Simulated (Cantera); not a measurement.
A perfectly stirred reactor is fed with CH4 : CO2 : H2 = 1 : 1.2 : 0.33 (molar parts), at 5.00 bar; it is held at 2075 K, and followed from long to short residence time.

Detailed kinetics in Cantera: GRI-Mech 3.0 (53 species, 325 reactions).

Problem. What does this change do: pressure from 5.00 bar to 0.650 bar?

Solution. 
| quantity | before | after |
|---|---|---|
| x(CH4) at τ = 0.520 s | 0.00248 | 0.00254 |
| x(CO2) at τ = 0.520 s | 0.00904 | 0.0100 |
| x(H2) at τ = 0.520 s | 0.468 | 0.463 |
| x(H) at τ = 0.520 s | 0.000819 | 0.00221 |
| x(CH2) at τ = 0.520 s | 2.07e-7 | 1.51e-6 |
| x(CH4) at τ = 13.0 ms | 0.0146 | 0.0157 |
| x(CO2) at τ = 13.0 ms | 0.0268 | 0.0388 |
| x(H2) at τ = 13.0 ms | 0.393 | 0.365 |
| x(H) at τ = 13.0 ms | 0.000747 | 0.00180 |
| x(CH2) at τ = 13.0 ms | 1.65e-6 | 9.78e-6 |
